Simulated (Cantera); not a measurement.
Input: 1 mol SiF4, 3.5 mol NO, 0.12 mol H2, at 75.0 Torr.

Method: chemical equilibrium by Gibbs-energy minimisation in Cantera with the NASA 1993 tables (ideal gas, pure condensed phases). Candidate condensed phases: H2O, Si, SiO2, Si2N2O, Si3N4; 58 gas species. The tables hold silica as quartz up to 1696 K and as liquid above; real silica turns to tridymite and cristobalite and melts near 1996 K. The numbers say what is thermodynamically allowed, not how fast it happens.

Question: Which condensed phases are stable at each of these points (T (°C)): 1127, 1177, 1227, 1277, 1327, 1377, 1427, 1477?

Answer: 
```json
[
 {"T (°C)": "1127", "condensed phases": "SiO2(β-quartz)", "Si condensed (%)": "5.9"},
 {"T (°C)": "1177", "condensed phases": "SiO2(β-quartz)", "Si condensed (%)": "5.9"},
 {"T (°C)": "1227", "condensed phases": "SiO2(β-quartz)", "Si condensed (%)": "5.9"},
 {"T (°C)": "1277", "condensed phases": "SiO2(β-quartz)", "Si condensed (%)": "5.9"},
 {"T (°C)": "1327", "condensed phases": "SiO2(β-quartz)", "Si condensed (%)": "5.9"},
 {"T (°C)": "1377", "condensed phases": "SiO2(β-quartz)", "Si condensed (%)": "5.9"},
 {"T (°C)": "1427", "condensed phases": "SiO2(condensed)", "Si condensed (%)": "5.9"},
 {"T (°C)": "1477", "condensed phases": "SiO2(condensed)", "Si condensed (%)": "5.9"}
]
```

From 1127 °C to 1377 °C the condensed part is SiO2(β-quartz). From 1427 °C to 1477 °C the condensed part is SiO2(condensed).
